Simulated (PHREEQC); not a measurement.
Make-up at 25 °C: 0.2 mol H3PO4, 0.065 mol HF and 3.4e-07 mol H4SiO4 per kg of water. Closed to the air; pH follows from the charge balance.

The numbers come from PHREEQC with the ion-association model, phreeqc.dat.

| quantity | before | after |
|---|---|---|
| pH | 1.46 | 2.76 |
| ionic strength (mol/kgw) | 0.0400 | 0.00180 |
| H3PO4 (mol/kgw) | 0.162 | 0.000389 |
| HF (mol/kgw) | 0.0628 | 0.000462 |
| H2PO4- (mol/kgw) | 0.0382 | 0.00161 |
| F- (mol/kgw) | 0.00148 | 0.000188 |
| SI of Quartz (SiO2) | -9.66 | -4.49 |

Q: Name the change that produced these shifts.
A) H3PO4 from 0.2 to 0.1 mol/kgw
B) H4SiO4 from 3.4e-07 to 3.74e-07 mol/kgw
C) H3PO4 replaced by Na2HPO4 at the same molality
D) diluted 100-fold with water
E) H3PO4 replaced by (NH4)2HPO4 at the same molality

A: D, diluted 100-fold with water

This is a speciation only: nothing precipitates in the calculation. SiF6-2 is the database's only silicon fluoride.
